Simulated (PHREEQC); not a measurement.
Solution (25 °C): 0.24 mol CuCl2 and 0.0003 mol HNO3 per kg of water. Closed to the air; pH follows from the charge balance.

All values are PHREEQC results (ion-association model, phreeqc.dat), not measurements.

Problem. The ionic strength comes out as 0.608 mol/kgw. What activity coefficients do CuOH+, NO3-, H+, CuCl+, Cu2(OH)2+2 get?

Solution. CuOH+ 0.64, NO3- 0.60, H+ 0.76, CuCl+ 0.64, Cu2(OH)2+2 0.30.

No solid was allowed to form.
